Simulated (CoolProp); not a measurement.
Saturation properties of n-perfluoropentane.

The numbers come from the reference Helmholtz-energy equation of state, Gao 2022 in CoolProp.

| T (K) | p (bar) | liquid density (kg/m³) | enthalpy of vaporisation (kJ/kg) | liquid cp (kJ/(kg K)) | vapour Z |
|---|---|---|---|---|---|
| 259.3 | 0.1498 | 1726 | 102.3 | 0.9717 | 0.9867 |
| 264.9 | 0.2005 | 1709 | 100.9 | 0.9825 | 0.9834 |
| 270.5 | 0.2645 | 1692 | 99.48 | 0.9934 | 0.9795 |
| 276.2 | 0.3457 | 1675 | 97.99 | 1.005 | 0.9748 |
| 281.8 | 0.4439 | 1657 | 96.50 | 1.016 | 0.9696 |
| 287.5 | 0.5656 | 1639 | 94.94 | 1.027 | 0.9636 |
| 293.1 | 0.7097 | 1621 | 93.37 | 1.038 | 0.9569 |
| 298.7 | 0.8812 | 1603 | 91.76 | 1.049 | 0.9494 |
| 304.4 | 1.088 | 1584 | 90.07 | 1.060 | 0.9409 |
| 310 | 1.325 | 1565 | 88.35 | 1.072 | 0.9317 |
| 315.7 | 1.607 | 1545 | 86.55 | 1.083 | 0.9214 |
| 321.3 | 1.926 | 1525 | 84.72 | 1.095 | 0.9102 |
| 326.9 | 2.292 | 1504 | 82.82 | 1.107 | 0.8981 |
| 332.6 | 2.717 | 1482 | 80.82 | 1.120 | 0.8846 |

It boils at 302.5 K under 1 atm.
